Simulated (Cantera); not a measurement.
What does this Cantera script print?

```python
import numpy as np
import cantera as ct

gas_names = """
    O2 N2
""".split()
cond_names = """
    V(cr) VN(s) VO(s) V2O3(s) V2O4(II) V2O5(L)
""".split()


# ... load() reads the species with a 1 bar reference pressure and builds the phases ...
species = {s.name: s for s in load("nasa_gas.yaml", gas_names) + load("nasa_condensed.yaml", cond_names)}
T = 1625
g = {n: (s.thermo.h(T) - T * s.thermo.s(T)) / (ct.gas_constant * T * np.log(10)) for n, s in species.items()}
valid = cond_names  # the entries whose range holds T


def stable(la, lb):
    # potentials (over RT ln 10) of the two non-metals from log10 p(O2) and log10 p(N2) in bar
    mu = {}
    mu["O"] = (g["O2"] + la) / 2
    mu["N"] = (g["N2"] + lb) / 2
    cost = {}
    for n in valid:
        c = species[n].composition
        cost[n] = (g[n] - sum(c.get(e, 0) * m for e, m in mu.items())) / c["V"]
    return min(cost, key=cost.get)


results = []
for lb in [1, -0.2, -1.3, -2.5, -3.7, -4.8, -6, -7.2, -8.3, -9.5, -10.7, -11.8, -13]:
    row = [stable(la, lb) for la in [-8, -7.6, -7.2, -6.9, -6.5, -6.1, -5.7, -5.3, -5, -4.6, -4.2, -3.8, -3.4, -3, -2.7, -2.3, -1.9, -1.5, -1.1, -0.8, -0.4, 0]]
    results.append(row)
    print(f"{lb:6.1f}  " + " ".join(f"{valid.index(n):x}" for n in row))
print("key: " + ", ".join(f"{i:x} {n}" for i, n in enumerate(valid)))
```

Result:

```
   1.0  3 3 3 3 3 3 4 4 4 4 4 4 4 4 4 4 4 4 5 5 5 5
  -0.2  3 3 3 3 3 3 4 4 4 4 4 4 4 4 4 4 4 4 5 5 5 5
  -1.3  3 3 3 3 3 3 4 4 4 4 4 4 4 4 4 4 4 4 5 5 5 5
  -2.5  3 3 3 3 3 3 4 4 4 4 4 4 4 4 4 4 4 4 5 5 5 5
  -3.7  3 3 3 3 3 3 4 4 4 4 4 4 4 4 4 4 4 4 5 5 5 5
  -4.8  3 3 3 3 3 3 4 4 4 4 4 4 4 4 4 4 4 4 5 5 5 5
  -6.0  3 3 3 3 3 3 4 4 4 4 4 4 4 4 4 4 4 4 5 5 5 5
  -7.2  3 3 3 3 3 3 4 4 4 4 4 4 4 4 4 4 4 4 5 5 5 5
  -8.3  3 3 3 3 3 3 4 4 4 4 4 4 4 4 4 4 4 4 5 5 5 5
  -9.5  3 3 3 3 3 3 4 4 4 4 4 4 4 4 4 4 4 4 5 5 5 5
 -10.7  3 3 3 3 3 3 4 4 4 4 4 4 4 4 4 4 4 4 5 5 5 5
 -11.8  3 3 3 3 3 3 4 4 4 4 4 4 4 4 4 4 4 4 5 5 5 5
 -13.0  3 3 3 3 3 3 4 4 4 4 4 4 4 4 4 4 4 4 5 5 5 5
key: 0 V(cr), 1 VN(s), 2 VO(s), 3 V2O3(s), 4 V2O4(II), 5 V2O5(L)
```

Standard-state values (1 bar) from the NASA 1993 polynomials, evaluated with Cantera. VN, VO: taken at fixed stoichiometry. Not in the tables: V3O5 to V6O13, V2N.
